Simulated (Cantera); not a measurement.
Charge: 1 mol Si₃N₄, 9.6 mol O₂, a varied amount of H₂, at 1550 °C and 2100 Pa.

Equilibrium computed with Cantera from the NASA thermochemical tables; the gas is ideal and each condensed phase is pure. Candidate condensed phases: H₂O, Si, SiO₂, Si₂N₂O, Si₃N₄; 35 gas species. The tables hold silica as quartz up to 1696 K and as liquid above; real silica turns to tridymite and cristobalite and melts near 1996 K. The numbers say what is thermodynamically allowed, not how fast it happens.

Question: At 44 mol H₂, list the 4 most abundant gas species with their mole fractions, and the condensed phases.

Answer: H₂ 0.667, H₂O 0.287, N₂ 0.0434, H 0.00244. Condensed: SiO₂(condensed).
